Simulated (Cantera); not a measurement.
A perfectly stirred reactor is fed with CH4 : O2 : N2 = 0.0053 : 0.031 : 1 (molar parts), equivalence ratio 0.34, at 1.00 atm; it is held at 1250 K, and followed from long to short residence time.

Cantera simulation using GRI-Mech 3.0 (53 species, 325 reactions); the numbers are that mechanism's predictions, not measurements.

x: mole fraction; the columns are a selection and need not sum to one.

```tsv
τ (s)	x CH4	x O2	x H2O	x CO2	x CH2O
19	1.18e-6	0.0197	0.0102	0.00510	6.14e-8
4.3	3.20e-6	0.0197	0.0102	0.00509	1.79e-7
0.95	8.70e-6	0.0197	0.0102	0.00503	5.29e-7
0.21	…	0.0198	0.0101	0.00488	…
0.046	5.84e-5	0.0201	0.0100	0.00449	3.87e-6
0.010	0.000155	0.0207	0.00970	0.00363	9.86e-6
0.0023	…	…	…	1.36e-11	…
```

**Question.** What belongs in the gaps?

**Answer.** 
- 0.21, x CH4: 2.29e-5
- 0.21, x CH2O: 1.49e-6
- 0.0023, x CH4: 0.00511
- 0.0023, x O2: 0.0299
- 0.0023, x H2O: 1.19e-7
- 0.0023, x CH2O: 7.57e-8
